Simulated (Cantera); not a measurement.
**HgO + N2 (iron carbonyl, mercury and lead vapours)**

Input: 1 mol HgO, a varied amount of N2, equilibrated at 902 °C and 4.90 mbar.

Method: chemical equilibrium by Gibbs-energy minimisation in Cantera with the NASA 1993 tables (ideal gas, pure condensed phases). Candidate condensed phases: Hg, HgO; 10 gas species. Rates play no part.

```tsv
n(N2) (mol)	log p N2	log p Hg	log p O2	log p NO	log p NO2	log p O
3.9	-2.45	-3.04	-3.34	-6.30	-9.35	-9.51
4.9	-2.43	-3.12	-3.42	-6.32	-9.41	-9.54
6.2	-2.40	-3.20	-3.50	-6.35	-9.48	-9.58
7.8	-2.39	-3.28	-3.58	-6.39	-9.55	-9.63
9.8	-2.37	-3.36	-3.66	-6.42	-9.63	-9.67
12	-2.36	-3.44	-3.74	-6.45	-9.70	-9.71
16	-2.35	-3.55	-3.85	-6.50	-9.81	-9.76
20	-2.34	-3.64	-3.94	-6.55	-9.90	-9.81
25	-2.34	-3.73	-4.03	-6.59	-9.98	-9.85
31	-2.33	-3.82	-4.12	-6.63	-10.07	-9.90
```
log p: log10 of the partial pressure in bar; nothing condenses.

From 3.9 mol N2 to 31 mol N2 nothing is condensed. The main Hg-bearing gas is Hg throughout.
